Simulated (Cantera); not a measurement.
**Hydrogen reduction and annealing atmospheres: CuO + H2**

Charge: 1 mol CuO, 210 mol H2, equilibrated at 2.80 bar.

Method: chemical equilibrium by Gibbs-energy minimisation in Cantera with the NASA 1993 tables (ideal gas, pure condensed phases). Candidate condensed phases: Cu, CuO, Cu(OH)2, Cu2O, H2O; 12 gas species. The numbers say what is thermodynamically allowed, not how fast it happens.

From 848 K to 1298 K the condensed part is Cu(s). From 1373 K to 1598 K the condensed part is Cu(l).

```csv
T (K),log p H2,log p H2O,log p H,log p Cu,n Cu(s),n Cu(l)
848,0.45,-1.88,-10.50,<-11,1.00,0
923,0.45,-1.88,-9.39,<-11,1.00,0
998,0.45,-1.88,-8.44,-10.84,1.00,0
1073,0.45,-1.88,-7.63,-9.62,1.00,0
1148,0.45,-1.88,-6.92,-8.57,1.00,0
1223,0.45,-1.88,-6.30,-7.64,1.000,0
1298,0.45,-1.88,-5.75,-6.82,1.000,0
1373,0.45,-1.88,-5.26,-6.10,0,1.000
1448,0.45,-1.88,-4.81,-5.48,0,1.000
1523,0.45,-1.88,-4.41,-4.92,0,0.999
1598,0.45,-1.88,-4.05,-4.41,0,0.997
```
log p: log10 of the partial pressure in bar; n: condensed amount in mol.
